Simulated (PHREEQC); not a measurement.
**Buffer: an equilibrium model**

A solution holds 79 mmol/kgw H3BO3, 0.22 mmol/kgw Na2CO3 and 8.4 mmol/kgw H2S, at 50 °C. Closed to the air; pH follows from the charge balance.

Model: ion-association model, phreeqc.dat, run in PHREEQC.

Precipitation was switched off in this run.

Task: Predict the pH.

Result: pH 5.38.

Task: In which forms is C present?

Result: CO2 89 %, HCO3- 11 % of the C.

Constants without temperature data keep their 25 °C values here.
